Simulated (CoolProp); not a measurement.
The fluid at 293.15 K and 1.1 MPa flows at 0.55 m/s in a round tube of 6 mm bore and 45 µm roughness, fully developed (64/Re and Nu = 3.66 if laminar; Colebrook and Gnielinski if turbulent). The same conditions are run with several fluids, on thermodynamics alone (safety and materials aside).

The numbers come from the reference Helmholtz-energy equation of state of each fluid (carbon dioxide: Span 1996; R13: Platzer 1990; CF4 (R14): Platzer 1990; sulfur hexafluoride: Guder 2009; C2F6 (R116): Lemmon 2006) in CoolProp. The equations of Platzer and Polt are older, rougher fits.

**Question.** Rank carbon dioxide, R13, CF4 (R14), sulfur hexafluoride, C2F6 (R116) by Reynolds number, highest first.

**Answer.** C2F6 (R116) (16900), sulfur hexafluoride (16600), R13 (12200), CF4 (R14) (7800), carbon dioxide (4720)

```
fluid                Darcy friction factor  pressure drop (Pa/m)  heat-transfer coefficient (W/(m² K))  mass flow (kg/h)
-------------------  ---------------------  --------------------  ------------------------------------  ----------------
carbon dioxide                      0.0455                  24.2                                  55.2              1.18
R13                                 0.0395                  53.1                                   108              2.98
CF4 (R14)                           0.0419                  43.8                                  86.4              2.32
sulfur hexafluoride                 0.0384                  74.6                                   155              4.32
C2F6 (R116)                         0.0383                  69.4                                   172              4.02
```

Transport values come from each fluid's own correlations; those of R13, CF4 (R14), C2F6 (R116) are estimates that may be off by 10 % or more.
